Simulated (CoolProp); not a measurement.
Sulfur hexafluoride at several states: density (kg/m³) from the reference equation and from simpler models built on Tc = 318.7 K, pc = 3.755 MPa, ω = 0.210; each cubic takes its own stable root.

Model: reference Helmholtz-energy equation of state, Guder 2009, in CoolProp.

```tsv
T (K)	p (MPa)	phase	reference	van der Waals	Peng-Robinson
373.5	0.148	gas	7.015	7.017	7.024
258.8	18.1	liquid	?	?	?
567.3	8.33	supercritical	?	?	272.7
```

Question: Some entries are withheld; supply them.

Answer: 
- 258.8, reference: 1777
- 258.8, van der Waals: 1255
- 258.8, Peng-Robinson: 1955
- 567.3, reference: 269.4
- 567.3, van der Waals: 293.3
